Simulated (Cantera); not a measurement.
A perfectly stirred reactor is fed with 3.23 % CH₄, 96.8 % N₂, at 760 Torr; it is held at 1700 K, and followed from long to short residence time.

Computed with Cantera and GRI-Mech 3.0 (53 species, 325 reactions). GRI-Mech 3.0 stops at C3 and has no aromatics, soot or wall deposition, so with more carbon than oxygen in the feed, carbon stays in small species such as C2H2 where larger ones or solid carbon would form.

Problem. Predict: x(CH₄) at τ = 24.0 s; x(C₂H₆) at τ = 24.0 s; x(C₂H₄) at τ = 24.0 s; x(HCN) at τ = 24.0 s; x(CH₃) at τ = 24.0 s; x(CH₄) at τ = 29.0 ms; x(C₂H₆) at τ = 29.0 ms; x(C₂H₄) at τ = 29.0 ms; x(HCN) at τ = 29.0 ms; x(CH₃) at τ = 29.0 ms.

Solution. 
- x(CH₄) at τ = 24.0 s = 0.000735
- x(C₂H₆) at τ = 24.0 s = 5.88e-8
- x(C₂H₄) at τ = 24.0 s = 3.46e-5
- x(HCN) at τ = 24.0 s = 2.89e-5
- x(CH₃) at τ = 24.0 s = 1.01e-5
- x(CH₄) at τ = 29.0 ms = 0.0158
- x(C₂H₆) at τ = 29.0 ms = 2.88e-5
- x(C₂H₄) at τ = 29.0 ms = 0.000329
- x(HCN) at τ = 29.0 ms = 4.19e-7
- x(CH₃) at τ = 29.0 ms = 0.000214
